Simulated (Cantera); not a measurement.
# NO annealing gas

An isothermal, constant-pressure homogeneous reactor starts with NO : N2 = 1 : 1.8 (molar parts), at 2100 K and 143 Torr.

Model: GRI-Mech 3.0 (53 species, 325 reactions), integrated in Cantera.

```
t (s)        x NO    x N2O      x O2   x N2       x O
--------  -------  -------  --------  -----  --------
2.00e-6     0.357  1.12e-7  1.83e-11  0.643   1.12e-7
1.55e-5     0.357  8.65e-7   1.10e-9  0.643   8.70e-7
0.000120    0.357  6.40e-6   6.64e-8  0.643   6.78e-6
0.000928    0.357  3.56e-5   4.91e-6  0.643   6.01e-5
0.00719     0.356  5.91e-5  0.000424  0.643  0.000297
0.0557      0.345  5.45e-5   0.00555  0.649  0.000383
0.431       0.258  2.79e-5    0.0491  0.692  0.000762
3.34       0.0243  4.12e-7     0.166  0.809   0.00131
25.8      0.00923  2.29e-7     0.173  0.816   0.00134
200       0.00923  2.29e-7     0.173  0.816   0.00134
```
x: mole fraction; the columns are a selection and need not sum to one.

Equilibrium at this temperature and pressure: NO 0.00923, N2O 2.29e-7, O2 0.173, N2 0.816, O 0.00134 (gas phase only).
